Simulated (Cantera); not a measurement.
A Cantera script and what it prints.

```python
import numpy as np
import cantera as ct

gas_names = """
    H H2 Pb Pb2
""".split()
cond_names = """
    Pb(cr) Pb(L)
""".split()


# ... load() reads the species with a 1 bar reference pressure and builds the phases ...
atoms = {
    'Pb': {'Pb': 1},
    'H2': {'H': 2},
}
top_T = {}  # K; cautious upper limits of use, not melting points


# ... equilibrate(T, P, feed) seeds the gas with the atoms and calls Mixture.equilibrate('TP', solver="vcs", rtol=1e-11, max_steps=5000) ...
results = []
feed = {'Pb': 1, 'H2': 1.1}  # mol
T = 1000  # K
P = 7700  # Pa
mix = equilibrate(T, P, feed)
results.append((T, P, feed, dict(zip(mix.species_names, mix.species_moles))))
x = sorted(zip(gas.X, gas.species_names), reverse=True)
print(f"T = {T:g} K  P = {P:g} Pa  gas = {mix.phase_moles(0):.4g} mol")
print("   x: " + "  ".join(f"{s} {v:.3e}" for v, s in x if v > 1e-05))
print("   condensed (mol): " + ("  ".join(f"{mix.phase(i).name} {mix.phase_moles(i):.4g}"
      for i in range(1, mix.n_phases) if mix.phase_moles(i) > 1e-12) or "none"))
```

It prints:

```
T = 1000 K  P = 7700 Pa  gas = 1.1 mol
   x: H2 9.998e-01  Pb 2.103e-04
   condensed (mol): Pb(L) 0.9998
```

Cantera equilibrium calculation (NASA polynomials, part measured and part estimated; ideal gas, pure solids and liquids).
